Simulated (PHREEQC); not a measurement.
A made-up water analysis in mmol/kgw, 25 °C, pH 6.23: Na 84.8; K 11.6; Ca 3.56; Mg 36; Cl 143; S(6) 19.8; Alkalinity (meq/kgw) 0.00628; Br 0.0283; Li 3.09.

Valence states are taken as typed.

Equilibrium calculation in PHREEQC: Pitzer model, pitzer.dat.

| quantity | before | after |
|---|---|---|
| HCO3- (mol/kgw) | 7.26e-6 | 6.88e-6 |
| CO2 (mol/kgw) | 6.47e-6 | 5.16e-6 |
| HSO4- (mol/kgw) | 2.71e-7 | 7.85e-7 |
| MgOH+ (mol/kgw) | 3.19e-8 | 6.26e-7 |
| MgCO3 (mol/kgw) | 3.50e-9 | 7.87e-9 |
| CO3-2 (mol/kgw) | 2.29e-9 | 3.61e-9 |
| SI of Gypsum (CaSO4:2H2O) | -0.90 | -0.90 |
| SI of Epsomite (MgSO4:7H2O) | -2.62 | -2.96 |

Problem. What was changed between the two runs?
(A) pH from 6.23 to 7.23 at the same alkalinity
(B) Cl from 143 to 286 mmol/kgw
(C) temperature from 25 to 65 °C at the same typed pH

Solution. C, temperature from 25 to 65 °C at the same typed pH

This is a speciation only: nothing precipitates in the calculation. Constants without temperature data keep their 25 °C values here.
